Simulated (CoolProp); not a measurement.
Properties of cis-2-butene along the isobar 2.09 bar (Tc = 162.6 °C, pc = 42.36 bar, ω = 0.202).

Values from CoolProp's reference Helmholtz-energy equation of state, Lemmon 2005. It is a short technical equation, of lower accuracy than the large ones.

```
T (°C)   phase  density (kg/m³)  cp (kJ/(kg K))
------  ------  ---------------  --------------
-93.85  liquid            743.4             [?]
-59.45  liquid            707.9             [?]
-25.05  liquid              [?]             [?]
9.35    liquid              [?]           2.180
43.75      gas            4.695           1.596
78.05      gas            4.166           1.693
112.45     gas            3.756             [?]
146.85     gas            3.425           1.932
181.25     gas            3.151             [?]
215.65     gas            2.920             [?]
```

Problem. Fill in the missing entries.

Solution. 
- -93.85, cp (kJ/(kg K)): 1.977
- -59.45, cp (kJ/(kg K)): 1.999
- -25.05, density (kg/m³): 671.8
- -25.05, cp (kJ/(kg K)): 2.068
- 9.35, density (kg/m³): 633.8
- 112.45, cp (kJ/(kg K)): 1.810
- 181.25, cp (kJ/(kg K)): 2.056
- 215.65, cp (kJ/(kg K)): 2.177
